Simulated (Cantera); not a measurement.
An isothermal, constant-pressure homogeneous reactor starts with CO : O2 : H2O : N2 = 0.0049 : 0.018 : 0.00034 : 1 (molar parts), at 1448 K and 0.133 bar. Integrator tolerance rtol = 1e-08.

Computed with Cantera and GRI-Mech 3.0 (53 species, 325 reactions).

Task: What does this change do: temperature 1448 to 1300 K?

Result: 
```
quantity                                            before                                      after
---------------  -----------------------------------------  -----------------------------------------
x(CO) at 100 s     2.34e-7 (gas-phase equilibrium 2.35e-7)    1.70e-8 (gas-phase equilibrium 1.64e-8)
x(O2) at 100 s       0.0152 (gas-phase equilibrium 0.0151)      0.0152 (gas-phase equilibrium 0.0152)
x(H2O) at 100 s  0.000332 (gas-phase equilibrium 0.000332)  0.000333 (gas-phase equilibrium 0.000333)
x(H) at 100 s      2.10e-9 (gas-phase equilibrium 2.10e-9)  8.10e-11 (gas-phase equilibrium 7.76e-11)
x(NO) at 100 s    4.04e-6 (gas-phase equilibrium 0.000282)   1.15e-6 (gas-phase equilibrium 0.000119)
x(OH) at 100 s     2.43e-6 (gas-phase equilibrium 2.42e-6)    5.30e-7 (gas-phase equilibrium 5.21e-7)
```

Task: What does this change do: H2O 0.00034 to 0.0012 parts?

Result: 
```
quantity                                            before                                     after
---------------  -----------------------------------------  ----------------------------------------
x(CO) at 100 s     2.34e-7 (gas-phase equilibrium 2.35e-7)   2.34e-7 (gas-phase equilibrium 2.35e-7)
x(O2) at 100 s       0.0152 (gas-phase equilibrium 0.0151)     0.0152 (gas-phase equilibrium 0.0151)
x(H2O) at 100 s  0.000332 (gas-phase equilibrium 0.000332)   0.00117 (gas-phase equilibrium 0.00117)
x(H) at 100 s      2.10e-9 (gas-phase equilibrium 2.10e-9)   3.95e-9 (gas-phase equilibrium 3.96e-9)
x(NO) at 100 s    4.04e-6 (gas-phase equilibrium 0.000282)  2.40e-6 (gas-phase equilibrium 0.000282)
x(OH) at 100 s     2.43e-6 (gas-phase equilibrium 2.42e-6)   4.56e-6 (gas-phase equilibrium 4.55e-6)
```
